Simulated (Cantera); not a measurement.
Cantera run, input and output.

```python
import numpy as np
import cantera as ct

gas = ct.Solution("h2o2.yaml")
gas.TPX = 500, 13332, {'H2': 1, 'O2': 0.9, 'N2': 2.69}
flame = ct.FreeFlame(gas, width=0.16)
flame.set_refine_criteria(ratio=3, slope=0.08, curve=0.16)
flame.transport_model = "mixture-averaged"
flame.solve(loglevel=0, auto=True)
z, T = flame.grid, flame.T
thick = (T[-1] - T[0]) / np.gradient(T, z).max()
show = ['H2', 'O2', 'HO2', 'O', 'H2O', 'H']
print(f"laminar burning velocity  {flame.velocity[0] * 100:.3f} cm/s")
print(f"burnt temperature         {T[-1]:.1f} K")
print(f"thermal thickness         {thick * 1e3:.4f} mm")
print(f"grid points               {len(z)}")
z0 = z[flame.heat_release_rate.argmax()]
print(f"{'z/mm':>9s}{'T/K':>9s}{'u/(m/s)':>9s}" + "".join(f"{s:>11s}" for s in show))
rows = []
for k in (-3, -2, -1.5, -1, -0.5, -0.25, 0, 0.25, 0.5, 1, 2, 4, 8):
    zz = z0 + k * thick
    rows.append([k * thick, np.interp(zz, z, T), np.interp(zz, z, flame.velocity),
                 *(np.interp(zz, z, flame.X[gas.species_index(s)]) for s in show)])
    print(f"{rows[-1][0] * 1e3:9.3f}{rows[-1][1]:9.1f}{rows[-1][2]:9.3f}" + "".join(f"{x:11.3e}" for x in rows[-1][3:]))
```

Output:

```
laminar burning velocity  338.746 cm/s
burnt temperature         2080.5 K
thermal thickness         5.3121 mm
grid points               131
     z/mm      T/K  u/(m/s)         H2         O2        HO2          O        H2O          H
  -15.936    500.0    3.387  2.179e-01  1.961e-01  2.416e-13  5.522e-16  6.546e-14  1.659e-16
  -10.624    500.0    3.387  2.179e-01  1.961e-01  1.533e-11  5.091e-14  3.479e-12  4.289e-14
   -7.968    500.0    3.387  2.179e-01  1.961e-01  9.550e-10  3.877e-12  1.774e-10  1.640e-11
   -5.312    500.0    3.387  2.178e-01  1.961e-01  2.681e-07  1.343e-09  6.146e-08  2.266e-08
   -2.656    513.0    3.462  2.141e-01  1.965e-01  8.939e-05  7.222e-06  7.416e-04  1.520e-04
   -1.328    688.7    4.558  1.837e-01  1.931e-01  5.280e-05  2.305e-04  1.661e-02  5.667e-03
    0.000   1061.3    6.814  8.608e-02  1.564e-01  2.383e-05  6.821e-03  9.798e-02  3.325e-02
    1.328   1323.5    8.419  2.412e-02  1.101e-01  1.375e-05  1.708e-02  1.747e-01  4.276e-02
    2.656   1448.8    9.162  1.725e-02  1.016e-01  1.059e-05  1.855e-02  1.892e-01  3.579e-02
    5.312   1585.0    9.940  1.569e-02  9.854e-02  8.139e-06  1.689e-02  1.979e-01  2.573e-02
   10.624   1722.6   10.703  1.326e-02  9.654e-02  6.003e-06  1.373e-02  2.072e-01  1.633e-02
   21.248   1849.9   11.388  9.838e-03  9.544e-02  4.113e-06  9.816e-03  2.168e-01  8.818e-03
   42.497   1954.3   11.937  6.187e-03  9.526e-02  2.658e-06  6.000e-03  2.258e-01  3.880e-03
```

Detailed kinetics in Cantera: the H2/O2 subset of GRI-Mech 3.0, which has no nitrogen chemistry. Burning velocities carry a grid error of a few per cent, more on coarse grids. Lean hydrogen flames are cellular in practice and burn faster than this planar one.
